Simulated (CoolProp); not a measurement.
The fluid at 298.15 K and 1.75 MPa flows at 1.2 m/s in a round tube of 2 mm bore and 15 µm roughness, fully developed (64/Re and Nu = 3.66 if laminar; Colebrook and Gnielinski if turbulent). The same conditions are run with several fluids, on thermodynamics alone (safety and materials aside).

Computed with CoolProp (reference Helmholtz-energy equation of state of each fluid (C2F6 (R116): Lemmon 2006; R13: Platzer 1990; carbon dioxide: Span 1996)). The equations of Platzer and Polt are older, rougher fits.

| fluid | Reynolds number | Darcy friction factor | pressure drop (Pa/m) | heat-transfer coefficient (W/(m² K)) | mass flow (kg/h) |
|---|---|---|---|---|---|
| C2F6 (R116) | … | … | 1680 | 677 | 1.68 |
| R13 | … | 0.0389 | 1260 | 425 | 1.22 |
| carbon dioxide | 5430 | 0.0443 | 547 | 205 | 0.465 |

Question: Fill in the missing entries.

Answer: 
- C2F6 (R116), Reynolds number: 20000
- C2F6 (R116), Darcy friction factor: 0.0378
- R13, Reynolds number: 14400

Transport values come from each fluid's own correlations; those of C2F6 (R116), R13 are estimates that may be off by 10 % or more.
